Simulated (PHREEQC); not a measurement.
0.66 g of hydrous ferric oxide (600 m²/g; 0.2 weak and 0.005 strong sites per Fe, Dzombak-Morel constants, diffuse double layer) in 1 kg of water with 0.1 mol/kgw of an inert sodium salt and 0.00079 mol/kgw ZnSO4, at 25 °C; the pH is set by adding NaOH or the inert anion's acid. Oxygen alone is held at its pressure in air (log pO2 = -0.68). CO2 from the air is kept out. Precipitation was switched off in this run.

Computed with PHREEQC (ion-association model, wateq4f.dat).

```csv
pH,S sorbed (%),Zn sorbed (%),surface charge σ (C/m²)
3,63.9,0.0,0.123
3.67,63.5,0.0,0.121
4.33,61.0,0.3,[?]
5,[?],2.8,0.103
5.67,39.7,7.6,[?]
6.33,25.4,30.9,0.067
7,18.3,67.9,0.062
7.67,11.0,[?],0.059
8.33,[?],95.0,0.048
9,0.4,95.5,[?]
9.67,0.0,92.1,[?]
10.33,0.0,87.1,-0.017
11,0.0,78.8,-0.051
```

**Question.** What belongs in the gaps?

**Answer.** 
- 4.33, surface charge σ (C/m²): 0.116
- 5, S sorbed (%): 53.5
- 5.67, surface charge σ (C/m²): 0.083
- 7.67, Zn sorbed (%): 87.4
- 8.33, S sorbed (%): 3.2
- 9, surface charge σ (C/m²): 0.029
- 9.67, surface charge σ (C/m²): 0.006

Along this series the solution becomes supersaturated in solids that the run did not let form, among them Zn(OH)2-a. The oxide is taken as insoluble; below pH 4 it would dissolve.
